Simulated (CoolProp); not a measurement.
R245fa at 298.15 K and 1.37 MPa is throttled through a valve to 0.718 MPa with no heat exchange. Each further row changes one setting.

Computed with CoolProp (reference Helmholtz-energy equation of state, Akasaka 2015).

```json
[
 {"case": "as stated", "temperature change (K)": "+0.1"},
 {"case": "outlet pressure 0.215 MPa", "temperature change (K)": "+0.3"},
 {"case": "outlet pressure 0.933 MPa", "temperature change (K)": "+0.1"}
]
```
